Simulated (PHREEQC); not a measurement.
Solution (25 °C): 2.2 mmol/kgw CuSO4 and 0.43 mmol/kgw HBF4. Closed to the air; pH follows from the charge balance.

Model: ion-association model, phreeqc.dat, run in PHREEQC.

This is a speciation only: nothing precipitates in the calculation.

Task: Predict the pH, specific conductance, ionic strength.

Result: pH 3.15; specific conductance 732 µS/cm; ionic strength 0.00814 mol/kgw.

Task: In which forms is S present?

Result: SO4-2 81 %, CuSO4 15 %, HSO4- 4.3 % of the S.

Species that the database lacks are ignored. Real BF4- forms and hydrolyses slowly; the run takes it at equilibrium.
